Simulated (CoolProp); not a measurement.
Vapour-liquid equilibrium of R134a (1) + R245fa (2) at 0.00563 MPa; x and y are mole fractions of (1).

Computed with CoolProp (multi-fluid Helmholtz-energy mixture model, Tillner-Roth 1994 and Akasaka 2015; pair parameters Akasaka 2014).

Task: Give the bubble temperature and the first vapour's composition at x = 0.05, 0.65, 0.95. Is there an azeotrope?

Result: x = 0.05: 227.3 K, y = 0.338; x = 0.65: 203.7 K, y = 0.963; x = 0.95: 199.1 K, y = 0.997. No azeotrope shows between x = 0.05 and 0.95.

Pair parameters are fitted to limited data, so mixtures are less certain than the pure fluids.
